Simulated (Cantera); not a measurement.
A Cantera script and what it prints.

```python
import numpy as np
import cantera as ct

gas_names = """
    Mg MgN MgO MgS Mg2 N NO NO2 NO3 N2 N2O O O2 O3 S SN SO SO2 SO3 S2 S2O S8
""".split()
cond_names = """
    Mg(cr) Mg(L) MgO(s) MgO(L) MgS(s) MgSO4(s) MgSO4(L) S(cr1) S(cr2) S(L)
""".split()


# ... load() reads the species with a 1 bar reference pressure and builds the phases ...
atoms = {
    'MgO': {'Mg': 1, 'O': 1},
    'SO3': {'S': 1, 'O': 3},
    'N2': {'N': 2},
}
top_T = {'MgS(s)': 2250}  # K; cautious upper limits of use, not melting points


# ... equilibrate(T, P, feed) seeds the gas with the atoms and calls Mixture.equilibrate('TP', solver="vcs", rtol=1e-11, max_steps=5000) ...
results = []
feed = {'MgO': 1, 'SO3': 0.9, 'N2': 1.6}  # mol
P = 11000  # Pa
for T in [1048, 1123, 1198, 1273, 1348, 1423, 1498, 1573, 1648]:
    mix = equilibrate(T, P, feed)
    results.append((T, P, feed, dict(zip(mix.species_names, mix.species_moles))))
    x = sorted(zip(gas.X, gas.species_names), reverse=True)
    print(f"T = {T:g} K  P = {P:g} Pa  gas = {mix.phase_moles(0):.4g} mol")
    print("   x: " + "  ".join(f"{s} {v:.3e}" for v, s in x if v > 0.001))
    print("   condensed (mol): " + ("  ".join(f"{mix.phase(i).name} {mix.phase_moles(i):.4g}"
          for i in range(1, mix.n_phases) if mix.phase_moles(i) > 1e-12) or "none"))
```

It prints:

```
T = 1048 K  P = 11000 Pa  gas = 1.622 mol
   x: N2 9.862e-01  SO2 9.052e-03  O2 4.522e-03
   condensed (mol): MgO(s) 0.115  MgSO4(s) 0.885
T = 1123 K  P = 11000 Pa  gas = 1.764 mol
   x: N2 9.071e-01  SO2 6.076e-02  O2 3.036e-02  SO3 1.758e-03
   condensed (mol): MgO(s) 0.2103  MgSO4(s) 0.7897
T = 1198 K  P = 11000 Pa  gas = 2.935 mol
   x: N2 5.450e-01  SO2 2.967e-01  O2 1.483e-01  SO3 9.902e-03
   condensed (mol): MgO(s) 1
T = 1273 K  P = 11000 Pa  gas = 2.942 mol
   x: N2 5.438e-01  SO2 3.003e-01  O2 1.500e-01  SO3 5.690e-03
   condensed (mol): MgO(s) 1
T = 1348 K  P = 11000 Pa  gas = 2.945 mol
   x: N2 5.431e-01  SO2 3.022e-01  O2 1.509e-01  SO3 3.461e-03
   condensed (mol): MgO(s) 1
T = 1423 K  P = 11000 Pa  gas = 2.947 mol
   x: N2 5.427e-01  SO2 3.032e-01  O2 1.513e-01  SO3 2.214e-03
   condensed (mol): MgO(s) 1
T = 1498 K  P = 11000 Pa  gas = 2.948 mol
   x: N2 5.423e-01  SO2 3.038e-01  O2 1.515e-01  SO3 1.481e-03
   condensed (mol): MgO(s) 1
T = 1573 K  P = 11000 Pa  gas = 2.949 mol
   x: N2 5.420e-01  SO2 3.042e-01  O2 1.515e-01  NO 1.212e-03  SO3 1.029e-03
   condensed (mol): MgO(s) 1
T = 1648 K  P = 11000 Pa  gas = 2.949 mol
   x: N2 5.417e-01  SO2 3.044e-01  O2 1.514e-01  NO 1.665e-03
   condensed (mol): MgO(s) 1
```

Cantera equilibrium calculation (NASA polynomials, part measured and part estimated; ideal gas, pure solids and liquids). Mutual solubility and eutectic melting of coexisting phases are not modelled.
